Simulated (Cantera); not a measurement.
An adiabatic, constant-pressure homogeneous reactor starts with H2 : O2 : N2 = 1 : 0.515 : 1.94 (molar parts), equivalence ratio 0.97, at 1675 K and 0.987 atm. Integrator tolerance rtol = 1e-08.

Detailed kinetics in Cantera: the H2/O2 subset of GRI-Mech 3.0, which has no nitrogen chemistry.

Problem. What does this change do: initial temperature 1675 to 1225 K?

Solution. 
| quantity | before | after |
|---|---|---|
| time of steepest temperature rise | 7.86 µs | 40.1 µs |
| temperature at 0.400 s | 2901 K | 2762 K |
| equilibrium temperature | 2901 K | 2762 K |
| x(H2) at 0.400 s | 0.0511 (gas-phase equilibrium 0.0511) | 0.0380 (gas-phase equilibrium 0.0380) |
| x(O2) at 0.400 s | 0.0217 (gas-phase equilibrium 0.0217) | 0.0176 (gas-phase equilibrium 0.0176) |
| x(O) at 0.400 s | 0.0118 (gas-phase equilibrium 0.0118) | 0.00622 (gas-phase equilibrium 0.00622) |
| x(H) at 0.400 s | 0.0263 (gas-phase equilibrium 0.0263) | 0.0140 (gas-phase equilibrium 0.0140) |
| x(OH) at 0.400 s | 0.0371 (gas-phase equilibrium 0.0371) | 0.0267 (gas-phase equilibrium 0.0267) |
| x(H2O2) at 0.400 s | 5.15e-7 (gas-phase equilibrium 5.15e-7) | 4.15e-7 (gas-phase equilibrium 4.15e-7) |
| x(H2O) at 0.400 s | 0.235 (gas-phase equilibrium 0.235) | 0.267 (gas-phase equilibrium 0.267) |

Problem. What does this change do: pressure from 0.987 atm to 0.730 atm?

Solution. 
```tsv
quantity	before	after
time of steepest temperature rise	7.86 µs	10.5 µs
temperature at 0.400 s	2901 K	2872 K
equilibrium temperature	2901 K	2872 K
x(H2) at 0.400 s	0.0511 (gas-phase equilibrium 0.0511)	0.0521 (gas-phase equilibrium 0.0521)
x(O2) at 0.400 s	0.0217 (gas-phase equilibrium 0.0217)	0.0222 (gas-phase equilibrium 0.0222)
x(O) at 0.400 s	0.0118 (gas-phase equilibrium 0.0118)	0.0125 (gas-phase equilibrium 0.0125)
x(H) at 0.400 s	0.0263 (gas-phase equilibrium 0.0263)	0.0280 (gas-phase equilibrium 0.0280)
x(OH) at 0.400 s	0.0371 (gas-phase equilibrium 0.0371)	0.0373 (gas-phase equilibrium 0.0373)
x(H2O2) at 0.400 s	5.15e-7 (gas-phase equilibrium 5.15e-7)	4.22e-7 (gas-phase equilibrium 4.22e-7)
x(H2O) at 0.400 s	0.235 (gas-phase equilibrium 0.235)	0.232 (gas-phase equilibrium 0.232)
```
